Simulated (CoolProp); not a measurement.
Saturation properties of R11.

Values from CoolProp's reference Helmholtz-energy equation of state, Jacobsen 1992.

| T (K) | p (MPa) | enthalpy of vaporisation (kJ/kg) | surface tension (mN/m) | liquid conductivity (mW/(m K)) |
|---|---|---|---|---|
| 289.9 | 0.07865 | 183.9 | 18.9 | 89.2 |
| 306.4 | 0.1404 | 177.8 | 16.8 | 84.5 |
| 322.9 | 0.2344 | 171.3 | 14.7 | 79.9 |
| 339.4 | 0.3704 | 164.2 | 12.7 | 75.3 |
| 356 | 0.5601 | 156.3 | 10.7 | 70.8 |
| 372.5 | 0.8125 | 147.4 | 8.84 | 66.4 |
| 389 | 1.141 | 137.4 | 7.03 | 61.9 |
| 405.5 | 1.557 | 125.8 | 5.32 | 57.4 |
| 422.1 | 2.078 | 111.9 | 3.70 | 52.8 |

It boils at 296.9 K under 1 atm.

Thermal conductivity comes from a separate model (McLinden 2000), an estimate that may be off by 10 % or more. Surface tension comes from a separate correlation (Mulero 2012).
